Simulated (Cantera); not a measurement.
## Iron carbonyl, mercury and lead vapours: Hg + O2 + N2

Feed: 1 mol Hg, 0.01 mol O2, 12 mol N2, equilibrated at 1000 K and 1 atm.

These are equilibrium values from Cantera (NASA tables, ideal gas, pure condensed phases), not measurements of a reactor. Candidate condensed phases: Hg, HgO; 10 gas species. The numbers say what is thermodynamically allowed, not how fast it happens.

The x(N2) is 0.922. The x(Hg) is 0.0769 and the x(O2) is 0.000768. The x(NO) comes out as 2.05e-6 and the gas amount is 13.01 mol. The log10 activity of Hg(l) (absent) comes out as -2.89.
